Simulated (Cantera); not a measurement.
A closed system holds: 1 mol Si2Cl6, 220 mol N2, held at 13.0 mbar.

These are equilibrium values from Cantera (NASA tables, ideal gas, pure condensed phases), not measurements of a reactor. Candidate condensed phases: Si, Si3N4; 13 gas species. The feed counts by its element totals alone. N2 is the only nitrogen source here; it is nearly inert below about 1500 K, so the nitride shown seldom forms there in practice. The tables' values for SiCl3 are old estimates; treat these amounts as uncertain. Equilibrium is a limit: real reactors are often held back by kinetics, nucleation or transport.

x: gas mole fraction; n: condensed amount in mol.

```
T (K)   x N2  x SiCl4   x SiCl2      x Cl  n Si3N4(s)
-----  -----  -------  --------  --------  ----------
825    0.993  0.00678  4.50e-10  3.17e-11       0.167
925    0.993  0.00678   3.91e-8   1.13e-9       0.167
1025   0.993  0.00677   1.40e-6   2.00e-8       0.166
1125   0.993  0.00668       [?]       [?]       0.164
1225   0.993  0.00627  0.000292   1.54e-6       0.147
1325   0.992  0.00476   0.00201   7.77e-6      0.0681
1425   0.991  0.00357   0.00362   5.19e-5           0
1525   0.991  0.00330   0.00368  0.000377           0
1625   0.989      [?]       [?]       [?]           0
1725   0.986  0.00110   0.00599   0.00487           0
```

Q: Fill in the missing entries.

A: 
- 1625, x SiCl4: 0.00251
- 1625, x SiCl2: 0.00432
- 1625, x Cl: 0.00180
- 1125, x SiCl2: 2.62e-5
- 1125, x Cl: 2.14e-7
